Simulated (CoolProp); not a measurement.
Properties of normal hydrogen at several states (Tc = -240.0 °C, pc = 12.96 bar, ω = -0.219).

The numbers come from the reference Helmholtz-energy equation of state, Leachman 2009 in CoolProp.

| T (°C) | p (bar) | phase | Prandtl number | fugacity coefficient |
|---|---|---|---|---|
| 100.75 | 10.6 | gas | 0.682 | 1.005 |
| 616.45 | 36.1 | supercritical | 0.673 | 1.008 |
| 496.55 | 1.32 | gas | 0.679 | 1.000 |
| 335.75 | 0.883 | gas | 0.681 | 1.000 |
| -239.15 | 0.111 | gas | 0.671 | 0.9974 |

Viscosity comes from a separate model (Muzny 2013). Thermal conductivity comes from a separate model (Assael 2011).
